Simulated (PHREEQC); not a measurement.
A PHREEQC input (ion-association model, phreeqc.dat):

```
SOLUTION 1
  temp 25
  units M
  pH 7.22
  pe 10.4
  Na 61.2
  K 23.7
  Ca 63.3
  Mg 21.2
  Cl 148
  S(6) 22.4 as SO4
  Alkalinity 211 as HCO3
  Sr 0.258
  Cd 0.496
END
USE solution 1
EQUILIBRIUM_PHASES 1
  Gypsum 0 0
  CO2(g) -2.5 10
END
```

It stops with these messages:

```
ERROR: Calculations terminating due to input errors.
```

The fault: a unit that the program doesn't know. The line should read `units mg/L` where the input has `units M`. With the mend the run ends at pH 7.80 and ionic strength 0.0105 mol/kgw.
